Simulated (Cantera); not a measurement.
A closed system holds: 1 mol PbO, 2.3 mol CH4, 1.1 mol CO, at 1948 K and 0.100 bar.

Cantera equilibrium calculation (NASA polynomials, part measured and part estimated; ideal gas, pure solids and liquids). Candidate condensed phases: C, C6H6, C7H8, C8H18, H2O, Pb, PbO, PbO2, Pb3O4; 113 gas species. Kinetics and transport are ignored.

### Question
What is the equilibrium state?

### Answer
```json
{
 "x(H2)": "0.595",
 "x(CO)": "0.272",
 "x(Pb)": "0.130",
 "x(H)": "0.00276",
 "x(C2H2 (acetylene))": "0.000321",
 "x(CH4)": "1.73e-5",
 "x(Pb2)": "9.07e-6",
 "x(H2O)": "2.35e-6",
 "x(CH3)": "1.60e-6",
 "n(C(graphite))": "1.29 mol",
 "gas_amount": "7.710 mol",
 "log10 activity of Pb(l) (absent)": "-1.71"
}
```
